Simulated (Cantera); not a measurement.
Charge: 1 mol Fe, 2.2 mol SO2, 2.5 mol H2, at 1698 K and 86.0 Pa.

Method: chemical equilibrium by Gibbs-energy minimisation in Cantera with the NASA 1993 tables (ideal gas, pure condensed phases). Candidate condensed phases: Fe, FeO, Fe(OH)2, Fe(OH)3, FeS, FeSO4, FeS2, Fe2O3, Fe2(SO4)3, Fe3O4, H2O, H2SO4, S; 22 gas species. The tables' stoichiometric FeO is somewhat more stable than real wüstite, so its field is too wide. FeO: taken at fixed stoichiometry. Rates play no part.

Base state: H2O 0.355, H2 0.241, SO2 0.212, S2 0.130, SO 0.0431, SH 0.00574, H2S 0.00396, S 0.00382 (mole fractions); condensed: FeO(l).

What changes in the equilibrium state with this change: 1.7 mol CH4 added?


```tsv
species	before	after
H2	0.241	0.443
H2O	0.355	0.208
CO	0	0.168
SO2	0.212	0.0188
CO2	0	0.0231
SO	0.0431	0.0120
S2	0.130	0.0997
Fe	0.00225	0.00708
COS	0	8.31e-5
S2O	0.000824	0.000200
OH	0.000183	7.92e-5
FeO(l), mol	0.990	0.199
Fe(δ), mol	0	0.738
```
Mutual solubility and eutectic melting of coexisting phases are not modelled. Further candidate phases: C, C6H6, C7H8, C8H18, Fe(CO)5.
